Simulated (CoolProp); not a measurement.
Model: reference Helmholtz-energy equation of state, Lemmon 2004, in CoolProp. It is a short technical equation, of lower accuracy than the large ones.

For n-dodecane, give the phase and the density (kg/m³), isothermal compressibility (1/MPa), conductivity (mW/(m K)), Prandtl number at 603.9 K and 17.8 bar.


- 603.9 K and 17.8 bar: liquid; density 469, isothermal compressibility 0.0256, conductivity 75.7, Prandtl number 3.67

Viscosity comes from a separate model (Huber 2004). Thermal conductivity comes from a separate model (Huber 2004).
